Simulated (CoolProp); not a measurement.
A single-stage vapour-compression cycle with ammonia: evaporating at 288.15 K (dew point), condensing at 321.15 K (bubble point), superheat 0 K, subcooling 2 K, compressor efficiency 0.65, no pressure losses. Each further row changes one setting.

Computed with CoolProp (reference Helmholtz-energy equation of state, Gao 2020).

```json
[
 {"case": "as stated", "cooling COP": "___", "pressure ratio": "2.65", "discharge temperature (K)": "386.2", "refrigerating effect (kJ/kg)": "1060", "volumetric capacity (kJ/m³)": "6040"},
 {"case": "evaporating temperature 293.15 K", "cooling COP": "___", "pressure ratio": "2.25", "discharge temperature (K)": "373.7", "refrigerating effect (kJ/kg)": "1060", "volumetric capacity (kJ/m³)": "7100"},
 {"case": "condensing temperature 316.15 K", "cooling COP": "5.99", "pressure ratio": "2.32", "discharge temperature (K)": "371.4", "refrigerating effect (kJ/kg)": "1080", "volumetric capacity (kJ/m³)": "6190"},
 {"case": "subcooling 7 K", "cooling COP": "5.09", "pressure ratio": "2.65", "discharge temperature (K)": "386.2", "refrigerating effect (kJ/kg)": "1080", "volumetric capacity (kJ/m³)": "6190"},
 {"case": "superheat 10 K", "cooling COP": "4.86", "pressure ratio": "2.65", "discharge temperature (K)": "401.1", "refrigerating effect (kJ/kg)": "1080", "volumetric capacity (kJ/m³)": "___"},
 {"case": "compressor efficiency 0.55", "cooling COP": "4.21", "pressure ratio": "2.65", "discharge temperature (K)": "400.8", "refrigerating effect (kJ/kg)": "1060", "volumetric capacity (kJ/m³)": "6040"}
]
```

Problem. Fill in the missing entries.

Solution. 
- as stated, cooling COP: 4.97
- evaporating temperature 293.15 K, cooling COP: 6.07
- superheat 10 K, volumetric capacity (kJ/m³): 5910
